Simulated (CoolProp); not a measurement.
Saturation properties of decamethylcyclopentasiloxane (D5).

Model: reference Helmholtz-energy equation of state, Thol 2019, in CoolProp.

```json
[
 {"T (°C)": "174.85", "p (MPa)": "0.03980", "vapour density (kg/m³)": "4.155", "enthalpy of vaporisation (kJ/kg)": "122.5", "liquid cp (kJ/(kg K))": "1.931", "surface tension (mN/m)": "7.70"},
 {"T (°C)": "183.15", "p (MPa)": "0.05021", "vapour density (kg/m³)": "5.193", "enthalpy of vaporisation (kJ/kg)": "119.7", "liquid cp (kJ/(kg K))": "1.946", "surface tension (mN/m)": "7.20"},
 {"T (°C)": "191.35", "p (MPa)": "0.06248", "vapour density (kg/m³)": "6.413", "enthalpy of vaporisation (kJ/kg)": "116.9", "liquid cp (kJ/(kg K))": "1.962", "surface tension (mN/m)": "6.71"},
 {"T (°C)": "199.55", "p (MPa)": "0.07698", "vapour density (kg/m³)": "7.853", "enthalpy of vaporisation (kJ/kg)": "114.0", "liquid cp (kJ/(kg K))": "1.977", "surface tension (mN/m)": "6.23"},
 {"T (°C)": "207.75", "p (MPa)": "0.09397", "vapour density (kg/m³)": "9.543", "enthalpy of vaporisation (kJ/kg)": "111.1", "liquid cp (kJ/(kg K))": "1.993", "surface tension (mN/m)": "5.76"},
 {"T (°C)": "215.95", "p (MPa)": "0.1137", "vapour density (kg/m³)": "11.52", "enthalpy of vaporisation (kJ/kg)": "108.2", "liquid cp (kJ/(kg K))": "2.009", "surface tension (mN/m)": "5.30"},
 {"T (°C)": "224.15", "p (MPa)": "0.1365", "vapour density (kg/m³)": "13.81", "enthalpy of vaporisation (kJ/kg)": "105.1", "liquid cp (kJ/(kg K))": "2.026", "surface tension (mN/m)": "4.86"},
 {"T (°C)": "232.35", "p (MPa)": "0.1626", "vapour density (kg/m³)": "16.48", "enthalpy of vaporisation (kJ/kg)": "102.0", "liquid cp (kJ/(kg K))": "2.044", "surface tension (mN/m)": "4.42"},
 {"T (°C)": "240.55", "p (MPa)": "0.1924", "vapour density (kg/m³)": "19.57", "enthalpy of vaporisation (kJ/kg)": "98.73", "liquid cp (kJ/(kg K))": "2.062", "surface tension (mN/m)": "3.99"}
]
```

It boils at 210.9 °C under 1 atm.

Surface tension comes from a separate correlation (Mulero 2014), older than this fluid's equation and unchecked against measurements.
